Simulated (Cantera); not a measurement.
A Cantera script and what it prints.

```python
import numpy as np
import cantera as ct

gas_names = """
    HBO2 H2 H2O
""".split()
cond_names = """
    B(b) B(L)
""".split()


# ... load() reads the species with a 1 bar reference pressure and builds the phases ...
species = {s.name: s for s in load("nasa_gas.yaml", gas_names) + load("nasa_condensed.yaml", cond_names)}
# Each term lists the table entries of one substance; the one whose range holds T is used.
reactions = {
    '2 HBO2(g) + 3 H2(g) = 2 B + 4 H2O(g)':
        [(-2, ['HBO2']), (-3, ['H2']), (2, ['B(b)', 'B(L)']), (4, ['H2O'])],
}


def pick(names, T):
    return next(species[n] for n in names if species[n].thermo.min_temp <= T <= species[n].thermo.max_temp)


results = []
for label, terms in reactions.items():
    print(label)
    print("     T/K   dH/kJ  dS/(J/K)   dG/kJ   log10 K")
    for T in [1225, 1325, 1425, 1525, 1625, 1725]:
        used = [(nu, pick(names, T)) for nu, names in terms]
        dH = sum(nu * s.thermo.h(T) for nu, s in used) / 1e6
        dS = sum(nu * s.thermo.s(T) for nu, s in used) / 1e3
        dG = dH - T * dS / 1e3
        logK = -dG * 1e6 / (ct.gas_constant * T * np.log(10))
        results.append((label, T, dH, dS, dG, logK, [s.name for _, s in used]))
        print(f"{T:8g} {dH:8.1f} {dS:8.1f} {dG:8.1f} {logK:8.2f}")
```

Output:

```
2 HBO2(g) + 3 H2(g) = 2 B + 4 H2O(g)
     T/K   dH/kJ  dS/(J/K)   dG/kJ   log10 K
    1225    143.9   -121.5    292.7   -12.48
    1325    143.6   -121.7    304.9   -12.02
    1425    143.5   -121.8    317.1   -11.62
    1525    143.6   -121.8    329.2   -11.28
    1625    143.8   -121.6    341.4   -10.97
    1725    144.2   -121.4    353.6   -10.71
```

Standard-state values (1 bar) from the NASA 1993 polynomials, evaluated with Cantera. Condensed species are held in their standard states even where they would react or evaporate.
